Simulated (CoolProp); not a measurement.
The fluid at 293.15 K and 0.864 MPa is compressed adiabatically to 2.03 MPa with isentropic efficiency 0.75. The same conditions are run with several fluids, on thermodynamics alone (safety and materials aside).

Model: reference Helmholtz-energy equation of state of each fluid (R410A: Lemmon 2003; R13: Platzer 1990; hydrogen chloride: Thol 2018; carbon monoxide: Lemmon 2006; CH3F (R41): Lemmon 2006), in CoolProp. The equations of Platzer and Polt are older, rougher fits. Blends and air are pseudo-pure fits.

Question: Rank R410A, R13, hydrogen chloride, carbon monoxide, CH3F (R41) by work (kJ/kg), highest first.

Answer: carbon monoxide (112), CH3F (R41) (82.1), hydrogen chloride (81.3), R410A (34.5), R13 (25.1)

```
fluid              final temperature (K)  final density (kg/m³)
-----------------  ---------------------  ---------------------
R410A                              344.5                   62.1
R13                                339.1                   86.3
hydrogen chloride                  397.6                   23.6
carbon monoxide                    401.0                   17.0
CH3F (R41)                         369.7                   24.5
```
